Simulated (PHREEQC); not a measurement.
Consider water at 25 °C with 3.6 mmol/kgw HF, 0.21 mmol/kgw NaF and 0.92 mmol/kgw NaCl. Closed to the air; pH follows from the charge balance.

All values are PHREEQC results (ion-association model, phreeqc.dat), not measurements.

```json
{
  "pH": "2.93",
  "ionic_strength": "0.00236 mol/kgw",
  "specific_conductance": "610 µS/cm",
  "total_alkalinity": "-3.60 meq/kg"
}
```

| species | molality | activity | log γ |
|---|---|---|---|
| HF | 0.00236 | 0.00236 | 0.000 |
| F- | 0.00142 | 0.00135 | -0.023 |
| H+ | 0.00123 | 0.00117 | -0.022 |
| Na+ | 0.00113 | 0.00107 | -0.023 |
| Cl- | 0.000920 | 0.000872 | -0.023 |
| HF2- | 1.29e-5 | 1.22e-5 | -0.023 |
| NaF | 8.31e-7 | 8.31e-7 | 0.000 |

This is a speciation only: nothing precipitates in the calculation.
